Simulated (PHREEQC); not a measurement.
A PHREEQC input (ion-association model, wateq4f.dat):

```
SOLUTION 1
  temp 50
  units mg/L
  pH 5.92
  pe 11.5
  Na 0.0456
  K 0.00337
  Ca 0.0536
  Mg 0.00644
  Cl 0.00325
  S(6) 0.104 as SO4
  Alkalinity 0.187
  Zn 0.000135
END
USE solution 1
EQUILIBRIUM_PHASES 1
  Quartz 0 0.5
  CO2(g) -3.4 10
END
```

The run finishes without an error or a warning.

Its last state differs from that of the intended input:

```csv
quantity,as run,intended
pH,6.05,5.99
ionic strength (mol/kgw),9.22e-6,9.00e-6
CO3-2 (mol/kgw),3.40e-10,2.64e-10
```

Question: One thing in the input isn't as intended. What explains the difference?

Answer: Several could match; the one computed here: The fault: 'as HCO3' left off the alkalinity, which is then read as CaCO3.
